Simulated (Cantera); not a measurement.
# Adiabatic ignition

An adiabatic, constant-volume homogeneous reactor starts with C3H8 : O2 : N2 : H2O = 1 : 2.78 : 10.4 : 0.35 (molar parts), equivalence ratio 1.8, at 1448 K and 17.0 bar.

Detailed kinetics in Cantera: GRI-Mech 3.0 (53 species, 325 reactions). GRI-Mech 3.0 was tuned for natural gas; its chemistry of propane as a main component is partial and can be far from experiment. The pressure lies above the range GRI-Mech 3.0 was tuned for (to about 10 atm). Above 3000 K some thermodynamic fits are extrapolated.

| t (s) | T (K) | P (bar) | x C3H8 | x O2 | x H2O | x C2H4 | x CO | x CO2 |
|---|---|---|---|---|---|---|---|---|
| 5.00e-6 | 1447 | 17.0 | 0.0654 | 0.190 | 0.0252 | 0.00318 | 8.02e-5 | 4.20e-6 |
| 1.25e-5 | 1455 | 17.3 | 0.0579 | 0.185 | 0.0282 | 0.0101 | 0.000785 | 1.92e-5 |
| 3.13e-5 | 3012 | 43.5 | <1e-12 | 8.38e-5 | 0.134 | <1e-12 | 0.143 | 0.0248 |
| 7.83e-5 | 3011 | 43.5 | <1e-12 | 8.26e-5 | 0.134 | <1e-12 | 0.143 | 0.0247 |
| 0.000196 | 3010 | 43.5 | <1e-12 | 8.24e-5 | 0.134 | <1e-12 | 0.143 | 0.0247 |
| 0.000490 | 3010 | 43.5 | <1e-12 | 8.24e-5 | 0.134 | <1e-12 | 0.143 | 0.0247 |
| 0.00122 | 3010 | 43.5 | <1e-12 | 8.24e-5 | 0.134 | <1e-12 | 0.143 | 0.0247 |
| 0.00306 | 3010 | 43.5 | <1e-12 | 8.24e-5 | 0.134 | <1e-12 | 0.143 | 0.0247 |
| 0.00766 | 3010 | 43.5 | <1e-12 | 8.24e-5 | 0.134 | <1e-12 | 0.143 | 0.0247 |
| 0.0192 | 3010 | 43.5 | <1e-12 | 8.24e-5 | 0.134 | <1e-12 | 0.143 | 0.0247 |
| 0.0479 | 3010 | 43.5 | <1e-12 | 8.24e-5 | 0.134 | <1e-12 | 0.143 | 0.0247 |
| 0.120 | 3010 | 43.5 | <1e-12 | 8.24e-5 | 0.134 | <1e-12 | 0.143 | 0.0247 |
| 0.300 | 3010 | 43.5 | <1e-12 | 8.24e-5 | 0.134 | <1e-12 | 0.143 | 0.0247 |
x: mole fraction; the columns are a selection and need not sum to one.

The time of steepest temperature rise comes out as 25.8 µs and the temperature at 0.300 s comes out as 3010 K. The equilibrium temperature is 3010 K and the x(C3H8) at 0.300 s is <1e-12 (gas-phase equilibrium <1e-12). The x(O2) at 0.300 s comes out as 8.24e-5 (gas-phase equilibrium 8.24e-5) and the x(H2O) at 0.300 s comes out as 0.134 (gas-phase equilibrium 0.134).
